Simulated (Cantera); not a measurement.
A Cantera script and its output.

```python
import numpy as np
import cantera as ct

gas = ct.Solution("gri30.yaml", transport_model="multicomponent")
show = ['H', 'CH3', 'O']

rows = []
print(f"{'T/K':>7s}{'rho':>11s}{'cp':>10s}{'mu':>11s}{'lambda':>11s}{'Pr':>7s}" + "".join(f"{'D_' + s:>11s}" for s in show))
for T in [400, 550, 700, 850, 1000, 1150]:
    gas.TPX = T, 490, {'C3H8': 1}
    Pr = gas.cp_mass * gas.viscosity / gas.thermal_conductivity
    D = [gas.mix_diff_coeffs_mole[gas.species_index(s)] for s in show]
    rows.append([gas.density, gas.cp_mass, gas.viscosity, gas.thermal_conductivity, Pr, *D])
    print(f"{T:7g}{gas.density:11.4e}{gas.cp_mass:10.1f}{gas.viscosity:11.4e}"
          f"{gas.thermal_conductivity:11.4e}{Pr:7.3f}" + "".join(f"{d:11.4e}" for d in D))
print("SI units: kg/m3, J/kg/K, Pa s, W/m/K, m2/s")
```

Result:

```
    T/K        rho        cp         mu     lambda     Pr        D_H      D_CH3        D_O
    400 6.4970e-03    2133.9 1.0870e-05 3.0588e-02  0.758 2.3442e-02 4.4613e-03 6.1634e-03
    550 4.7251e-03    2739.3 1.4393e-05 5.1947e-02  0.759 4.1700e-02 7.9343e-03 1.0790e-02
    700 3.7126e-03    3237.2 1.7519e-05 7.4764e-02  0.759 6.3769e-02 1.2132e-02 1.6346e-02
    850 3.0574e-03    3634.5 2.0350e-05 9.7633e-02  0.758 8.9268e-02 1.6981e-02 2.2747e-02
   1000 2.5988e-03    3959.8 2.2954e-05 1.2018e-01  0.756 1.1793e-01 2.2432e-02 2.9932e-02
   1150 2.2598e-03    4195.3 2.5378e-05 1.4103e-01  0.755 1.4954e-01 2.8445e-02 3.7853e-02
SI units: kg/m3, J/kg/K, Pa s, W/m/K, m2/s
```

Detailed kinetics in Cantera: GRI-Mech 3.0 (53 species, 325 reactions). The composition is frozen, though it would react at the higher temperatures.
